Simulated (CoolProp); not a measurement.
R124 along the isotherm 289.8 K: density (kg/m³) from the reference equation and from simpler models built on Tc = 395.4 K, pc = 36.24 bar, ω = 0.288; each cubic takes its own stable root.

The numbers come from the reference Helmholtz-energy equation of state, de Vries 1995 in CoolProp.

```json
[
 {"p (bar)": "1.15", "phase": "gas", "reference": "6.736"},
 {"p (bar)": "1.78", "phase": "gas", "reference": "10.64"},
 {"p (bar)": "2.78", "phase": "gas", "reference": "17.21"},
 {"p (bar)": "4.33", "phase": "liquid", "reference": "1384"},
 {"p (bar)": "6.74", "phase": "liquid", "reference": "1385"},
 {"p (bar)": "10.5", "phase": "liquid", "reference": "1387"},
 {"p (bar)": "16.3", "phase": "liquid", "reference": "1390"},
 {"p (bar)": "25.4", "phase": "liquid", "reference": "1394"},
 {"p (bar)": "39.6", "phase": "liquid", "reference": "1400"},
 {"p (bar)": "61.7", "phase": "liquid", "reference": "1409"},
 {"p (bar)": "96", "phase": "liquid", "reference": "1422"},
 {"p (bar)": "149", "phase": "liquid", "reference": "1440"},
 {"p (bar)": "233", "phase": "liquid", "reference": "1465"},
 {"p (bar)": "362", "phase": "liquid", "reference": "1496"}
]
```

Question: How far does each simpler model (van der Waals, Redlich-Kwong, Peng-Robinson) lie from the reference over these 14 states: mean and median of the absolute difference, and the worst?

Answer: 
- van der Waals: mean 38.1 %, median 36.7 %, worst -98.1 % at 289.8 K and 4.33 bar
- Redlich-Kwong: mean 15.1 %, median 10.8 %, worst -98.0 % at 289.8 K and 4.33 bar
- Peng-Robinson: mean 3.2 %, median 3.4 %, worst +5.5 % at 289.8 K and 362 bar

At some of these states van der Waals, Redlich-Kwong gives the other phase, because its saturation line lies elsewhere.
